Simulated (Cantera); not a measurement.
Charge: 1 mol SiO2, 2.7 mol C, 0.85 mol N2, equilibrated at 2.70 Torr.

Cantera equilibrium calculation (NASA polynomials, part measured and part estimated; ideal gas, pure solids and liquids). Candidate condensed phases: C, Si, SiC, SiO2, Si2N2O, Si3N4; 34 gas species. Mutual solubility and eutectic melting of coexisting phases are not modelled. Equilibrium is a limit: real reactors are often held back by kinetics, nucleation or transport.

### Question
At 1275 °C, list the 3 most abundant gas species with their mole fractions, and the condensed phases.

### Answer
CO 0.710, N2 0.285, SiO 0.00547. Condensed: SiC(s) + Si2N2O(s).
